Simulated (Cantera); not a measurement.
Feed: 1 mol Si, 1.3 mol Br₂, 5.5 mol H₂, at 675 K and 0.140 bar.

Cantera equilibrium calculation (NASA polynomials, part measured and part estimated; ideal gas, pure solids and liquids). Candidate condensed phases: Br₂, Si; 19 gas species. The numbers say what is thermodynamically allowed, not how fast it happens.

Base state: H₂ 0.891, SiBr₄ 0.0999, SiHBr₃ 0.00753, HBr 0.000814, SiH₂Br₂ 0.000263 (mole fractions); condensed: Si(s).

### Question
What changes in the equilibrium state with this change: Br₂ from 1.3 to 7.3 mol?

### Answer
```json
[
 {"species": "HBr", "before": "0.000814", "after": "0.898"},
 {"species": "SiBr₄", "before": "0.0999", "after": "0.0847"},
 {"species": "H₂", "before": "0.891", "after": "0.0169"},
 {"species": "SiH₂Br₂", "before": "0.000263", "after": "<1e-9"},
 {"species": "SiHBr₃", "before": "0.00753", "after": "1.10e-7"},
 {"species": "Si(s), mol", "before": "0.339", "after": "0"}
]
```
